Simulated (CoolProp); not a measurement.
R1336mzz(E) along the isotherm 136.85 °C: fugacity coefficient from the reference equation and from simpler models built on Tc = 130.4 °C, pc = 2.779 MPa, ω = 0.413; each cubic takes its own stable root.

Model: reference Helmholtz-energy equation of state, Akasaka 2023, in CoolProp.

```
p (MPa)          phase  reference  van der Waals  Redlich-Kwong  Soave-Redlich-Kwong
-------  -------------  ---------  -------------  -------------  -------------------
0.38               gas     0.9540         0.9611         0.9559               0.9564
0.76               gas     0.9088         0.9223         0.9124                    …
1.14               gas     0.8645         0.8837         0.8696               0.8712
1.52               gas     0.8208         0.8449         0.8271               0.8293
1.9                gas     0.7775         0.8058         0.7849                    …
2.28               gas          …              …         0.7424               0.7459
2.66               gas     0.6905         0.7242         0.6990               0.7034
3.04     supercritical     0.6438         0.6756         0.6515               0.6582
3.42     supercritical     0.5913         0.6241         0.6000                    …
3.8      supercritical     0.5454         0.5816         0.5566               0.5652
4.18     supercritical     0.5072         0.5465         0.5204               0.5290
4.56     supercritical     0.4753         0.5171         0.4901               0.4984
4.94     supercritical     0.4481         0.4923         0.4642               0.4724
5.32     supercritical     0.4249         0.4712         0.4420               0.4500
5.7      supercritical     0.4047         0.4530         0.4228                    …
```

Problem. Fill in the missing entries.

Solution. 
- 0.76, Soave-Redlich-Kwong: 0.9135
- 1.9, Soave-Redlich-Kwong: 0.7877
- 2.28, reference: 0.7343
- 2.28, van der Waals: 0.7659
- 3.42, Soave-Redlich-Kwong: 0.6085
- 5.7, Soave-Redlich-Kwong: 0.4305
